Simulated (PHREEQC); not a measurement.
Consider water at 45 °C with 22 mmol/kgw HF, 0.034 mmol/kgw NH4HF2, 3.8 mmol/kgw H2SiF6 and 1 mmol/kgw H2SO4. Closed to the air; pH follows from the charge balance.

Equilibrium calculation in PHREEQC: ion-association model, phreeqc.dat.

This is a speciation only: nothing precipitates in the calculation.

Question: Order these F species by the share of F that they hold, largest first: HF, F-, HF2-, SiF6-2.

Answer: SiF6-2 (51 %), HF (46 %), F- (2.6 %), HF2- (0.46 %)

The pH is 2.03 and the ionic strength 0.0147 mol/kgw. Away from 25 °C the constants follow the database's enthalpies or fits; those with neither stay at their 25 °C values. SiF6-2 is the database's only silicon fluoride.
